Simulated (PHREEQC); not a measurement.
1 kg of water holding 19 mmol/kgw CaCl2 and 13 mmol/kgw Na2SO4 meets 20 L of dry gas (N2 1 by moles) at fixed total pressure, at 50 °C; fugacities by Peng-Robinson. The gases take part in no redox reaction, some water evaporates into the gas, and hydrates or a liquid gas phase aren't modelled. Nothing may precipitate in this run.

Computed with PHREEQC (ion-association model, phreeqc.dat).

| P (atm) | dissolved N2 (mol/kgw) | φ of N2 |
|---|---|---|
| 2 | 0.000948 | 1.000 |
| 5 | 0.00245 | 0.999 |
| 10 | 0.00493 | 0.998 |
| 20 | 0.00980 | 0.996 |
| 30 | 0.0145 | 0.994 |
| 40 | 0.0192 | 0.993 |
| 50 | 0.0237 | 0.992 |
| 75 | 0.0346 | 0.990 |
| 100 | 0.0448 | 0.990 |
| 150 | 0.0639 | 0.994 |
| 200 | 0.0814 | 1.003 |
| 300 | 0.113 | 1.034 |
| 400 | 0.140 | 1.078 |

Constants without temperature data keep their 25 °C values here.
